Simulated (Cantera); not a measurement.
A closed system holds: 1 mol SiHCl3, 52 mol N2, 0.73 mol H2, equilibrated at 1200 K and 100 Torr.

Method: chemical equilibrium by Gibbs-energy minimisation in Cantera with the NASA 1993 tables (ideal gas, pure condensed phases). Candidate condensed phases: NH4Cl, Si, Si3N4; 28 gas species. N2 is the only nitrogen source here; it is nearly inert below about 1500 K, so the nitride shown seldom forms there in practice. The tables' values for SiCl3 are old estimates; treat these amounts as uncertain. Equilibrium is a limit: real reactors are often held back by kinetics, nucleation or transport.

Base state: N2 0.954, HCl 0.0354, H2 0.00510, SiCl4 0.00495, SiCl3 0.000110, SiCl2 2.13e-5, SiHCl3 1.94e-5 (mole fractions); condensed: Si3N4(s).

Task: What changes in the equilibrium state with this change: N2 from 52 to 3.9 mol?

Result: 
```json
[
 {"species": "N2", "before": "0.954", "after": "0.598"},
 {"species": "HCl", "before": "0.0354", "after": "0.252"},
 {"species": "H2", "before": "0.00510", "after": "0.0842"},
 {"species": "SiCl4", "before": "0.00495", "after": "0.0643"},
 {"species": "SiHCl3", "before": "1.94e-5", "after": "0.000584"},
 {"species": "SiCl3", "before": "0.000110", "after": "0.000812"},
 {"species": "Si3N4(s), mol", "before": "0.242", "after": "0.205"}
]
```
